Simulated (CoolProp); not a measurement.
Properties of decamethylcyclopentasiloxane (D5) along the isobar 0.871 MPa.

Model: reference Helmholtz-energy equation of state, Thol 2019, in CoolProp.

```
T (K)   phase  density (kg/m³)  cp (kJ/(kg K))  cv (kJ/(kg K))  Joule-Thomson coefficient (K/MPa)  isothermal compressibility (1/MPa)
-----  ------  ---------------  --------------  --------------  ---------------------------------  ----------------------------------
559.9  liquid            630.4           2.172           1.892                             0.5775                             0.03240
563.7  liquid            622.6           2.186           1.898                             0.6665                             0.03600
567.5  liquid            614.4           2.202           1.905                             0.7699                             0.04030
571.2  liquid            606.0           2.218           1.911                             0.8880                             0.04535
575    liquid            596.9           2.237           1.918                              1.032                             0.05171
578.8  liquid            587.2           2.258           1.925                              1.208                             0.05970
582.5  liquid            577.1           2.283           1.931                              1.419                             0.06968
586.3  liquid            565.8           2.313           1.938                              1.694                             0.08326
590.1  liquid            553.4           2.351           1.945                              2.057                              0.1021
593.8  liquid            539.8           2.399           1.952                              2.545                              0.1289
597.6  liquid            523.7           2.470           1.960                              3.285                              0.1727
601.4  liquid            504.2           2.587           1.968                              4.525                              0.2541
605.2     gas            123.2           2.464           1.963                              34.84                               3.584
608.9     gas            115.8           2.337           1.964                              29.14                               3.002
612.7     gas            110.2           2.266           1.966                              25.42                               2.661
```
